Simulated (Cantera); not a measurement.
A closed system holds: 1 mol Si(CH3)4, 0.38 mol C2H2, 180 mol H2, at 1123.15 K and 80000 Pa.

Method: chemical equilibrium by Gibbs-energy minimisation in Cantera with the NASA 1993 tables (ideal gas, pure condensed phases). Candidate condensed phases: C, C6H6, C7H8, C8H18, Si, SiC; 87 gas species. Rates play no part.

Problem. What is the equilibrium state?

Solution. 
* **x(H2)**: 0.979
* **x(CH4)**: 0.0206
* **n(SiC(s))**: 1.00 mol
* **gas amount**: 182.6 mol
* **log10 activity of C(graphite) (absent)**: -0.04
* **log10 activity of Si(s) (absent)**: -2.95
